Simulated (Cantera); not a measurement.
Charge: 1 mol Si3N4, 2.4 mol O2, 19 mol H2, held at 1302 °C and 0.100 bar.

These are equilibrium values from Cantera (NASA tables, ideal gas, pure condensed phases), not measurements of a reactor. Candidate condensed phases: H2O, Si, SiO2, Si2N2O, Si3N4; 35 gas species. Mutual solubility and eutectic melting of coexisting phases are not modelled. The tables hold silica as quartz up to 1696 K and as liquid above; real silica turns to tridymite and cristobalite and melts near 1996 K. Rates play no part.

Base state: H2 0.921, N2 0.0778, SiO 0.000760, H2O 0.000164, H 0.000126 (mole fractions); condensed: SiO2(β-quartz) + Si2N2O(s).

Problem. What changes in the equilibrium state with this change: temperature from 1302 °C to 1450 °C?

Solution. 
```
species                 before     after
--------------------  --------  --------
H2                       0.921     0.898
N2                      0.0778    0.0821
SiO                   0.000760    0.0196
H                     0.000126  0.000547
H2O                   0.000164  0.000209
SiO2(β-quartz), mol       2.19         0
Si2N2O(s), mol           0.396     0.263
SiO2(condensed), mol         0      2.06
```

Problem. What changes in the equilibrium state with this change: Si3N4 replaced by SiC?

Solution. 
```json
[
 {"species": "H2", "before": "0.921", "after": "0.862"},
 {"species": "H2O", "before": "0.000164", "after": "0.0883"},
 {"species": "CO", "before": "0", "after": "0.0483"},
 {"species": "N2", "before": "0.0778", "after": "0"},
 {"species": "SiO", "before": "0.000760", "after": "1.32e-6"},
 {"species": "CO2", "before": "0", "after": "0.00171"},
 {"species": "H", "before": "0.000126", "after": "0.000122"},
 {"species": "SiO2(β-quartz), mol", "before": "2.19", "after": "1.000"},
 {"species": "Si2N2O(s), mol", "before": "0.396", "after": "0"}
]
```
Further candidate phases: C, C6H6, C7H8, C8H18, SiC.
